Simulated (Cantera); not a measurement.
Charge: 1 mol LiCl, 2.1 mol HF, 1.7 mol H₂, held at 82.0 Pa.

Cantera equilibrium calculation (NASA polynomials, part measured and part estimated; ideal gas, pure solids and liquids). Candidate condensed phases: Li, LiCl, LiF, LiH; 25 gas species. Kinetics and transport are ignored. All values below are at 1702 °C.

Base state: HF 0.356, H₂ 0.336, LiCl 0.129, LiF 0.0743, HCl 0.0712, H 0.0277, Cl 0.00439, Li 0.00127 (mole fractions); condensed: gas only.

**Question.** What changes in the equilibrium state with this change: 0.15 mol O₂ added?

**Answer.** 
| species | before | after |
|---|---|---|
| HF | 0.356 | 0.356 |
| H₂ | 0.336 | 0.277 |
| LiCl | 0.129 | 0.129 |
| H₂O | 0 | 0.0607 |
| H | 0.0277 | 0.0251 |
| HCl | 0.0712 | 0.0711 |
| LiF | 0.0743 | 0.0745 |
| OH | 0 | 0.000526 |
| LiOH | 0 | 0.000218 |
Further candidate phases: H₂O, LiOH, Li₂O.
